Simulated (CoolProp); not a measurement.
Vapour-liquid equilibrium of methanol (1) + ethylbenzene (2) at 371.8 K; x and y are mole fractions of (1).

Values from CoolProp's multi-fluid Helmholtz-energy mixture model, de Reuck 1993 and Zhou 2012; pair parameters Bell 2016.

| x | bubble pressure (MPa) | y at the bubble point | dew pressure at overall composition x (MPa) | liquid density (mol/L) |
|---|---|---|---|---|
| 0.05 | 0.1032 | 0.684 | 0.03458 | 7.758 |
| 0.2 | 0.2157 | 0.855 | 0.04127 | 8.646 |
| 0.35 | 0.2570 | 0.884 | 0.05069 | 9.770 |
| 0.5 | 0.2748 | 0.896 | 0.06567 | 11.24 |
| 0.65 | 0.2887 | 0.908 | 0.09324 | 13.24 |
| 0.8 | 0.3066 | 0.929 | 0.1602 | 16.08 |
| 0.95 | 0.3303 | 0.976 | 0.3187 | 20.33 |

No azeotrope shows between x = 0.05 and 0.95.

The pair parameters rest on a limited set of measurements; away from them the model extrapolates. With so large a gap from Raoult's law the liquid may split in two, which this calculation doesn't test in full.
